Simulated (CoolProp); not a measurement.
A closed Brayton cycle with dry air: compressor inlet 319.15 K and 1.7 MPa, high pressure 5.87 MPa, turbine inlet 655 K, compressor efficiency 0.89, turbine efficiency 0.9, recuperator effectiveness 0.95 (on enthalpy, no pinch check). Each further row changes one setting.

The numbers come from the reference Helmholtz-energy equation of state, Lemmon 2000 in CoolProp. It is a pseudo-pure fit of the blend.

| case | thermal efficiency (%) | net work (kJ/kg) | compressor to turbine work | compressor exit (K) | turbine exit (K) |
|---|---|---|---|---|---|
| as stated | (withheld) | 25.6 | 0.86 | 471.5 | 484.0 |
| turbine inlet 605 K | (withheld) | 11.5 | (withheld) | 471.5 | 445.7 |
| compressor inlet 329.15 K | 11.5 | 20.7 | (withheld) | (withheld) | 484.0 |
| high pressure 4.99 MPa | 17.6 | 29.0 | 0.82 | (withheld) | (withheld) |
| recuperator effectiveness 0.5 | 13.6 | 25.6 | 0.86 | 471.5 | 484.0 |

**Question.** Complete the blanks.

**Answer.** 
- as stated, thermal efficiency (%): 14.0
- turbine inlet 605 K, thermal efficiency (%): 8.2
- turbine inlet 605 K, compressor to turbine work: 0.93
- compressor inlet 329.15 K, compressor to turbine work: 0.88
- compressor inlet 329.15 K, compressor exit (K): 485.9
- high pressure 4.99 MPa, compressor exit (K): 448.5
- high pressure 4.99 MPa, turbine exit (K): 503.6
